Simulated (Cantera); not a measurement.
# Ignition delay

Mixture: C2H4 : O2 : N2 : CO2 = 1 : 2.14 : 8.06 : 0.58 (molar parts), at 100000 Pa, adiabatic and at constant pressure. Ignition delay is the time to a rise of 400 K.

Cantera simulation using GRI-Mech 3.0 (53 species, 325 reactions); the numbers are that mechanism's predictions, not measurements. GRI-Mech 3.0 was tuned for natural gas; its chemistry of ethylene as a main component is partial and can be far from experiment.

```tsv
T0 (K)	delay (ms)
1173	1.06
1273	0.143
1373	0.0593
1473	0.0344
1573	0.0229
1673	0.0164
1773	0.0124
1873	0.00971
1973	0.00777
```

```yaml
apparent activation energy between 1773 and 1973 K: 68 kJ/mol
```
